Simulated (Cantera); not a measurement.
# Reactions in the system H-Na-O-S

Source: NASA polynomial tables (part measured, part estimated), evaluated in Cantera. Values are per mole of reaction as written; species without (g) are pure solids or liquids, kept so even where they would boil at 1 bar.

O2(g) + 4 Na(g) + 2 SO3(g) = 2 Na2SO4

| T (K) | ΔH° (kJ) | ΔS° (J/K) | ΔG° (kJ) | log10 K |
|---|---|---|---|---|
| 1598 | -2202.5 | -785.8 | -946.8 | 30.95 |
| 1648 | -2196.8 | -782.3 | -907.5 | 28.76 |
| 1698 | -2191.1 | -778.9 | -868.5 | 26.72 |
| 1748 | -2185.5 | -775.6 | -829.7 | 24.79 |
| 1798 | -2179.9 | -772.5 | -791.0 | 22.98 |
| 1848 | -2174.3 | -769.4 | -752.4 | 21.27 |
| 1898 | -2168.7 | -766.4 | -714.0 | 19.65 |

4 NaOH + Na2S = 4 Na(g) + Na2SO4 + 4 H(g)

```json
[
 {"T (K)": "1598", "ΔH° (kJ)": "1843.7", "ΔS° (J/K)": "690.8", "ΔG° (kJ)": "739.7", "log10 K": "-24.18"},
 {"T (K)": "1648", "ΔH° (kJ)": "1841.2", "ΔS° (J/K)": "689.3", "ΔG° (kJ)": "705.2", "log10 K": "-22.35"},
 {"T (K)": "1698", "ΔH° (kJ)": "1838.8", "ΔS° (J/K)": "687.9", "ΔG° (kJ)": "670.8", "log10 K": "-20.63"},
 {"T (K)": "1748", "ΔH° (kJ)": "1836.4", "ΔS° (J/K)": "686.5", "ΔG° (kJ)": "636.4", "log10 K": "-19.02"},
 {"T (K)": "1798", "ΔH° (kJ)": "1834.1", "ΔS° (J/K)": "685.2", "ΔG° (kJ)": "602.1", "log10 K": "-17.49"},
 {"T (K)": "1848", "ΔH° (kJ)": "1831.8", "ΔS° (J/K)": "683.9", "ΔG° (kJ)": "567.9", "log10 K": "-16.05"},
 {"T (K)": "1898", "ΔH° (kJ)": "1829.6", "ΔS° (J/K)": "682.8", "ΔG° (kJ)": "533.7", "log10 K": "-14.69"}
]
```
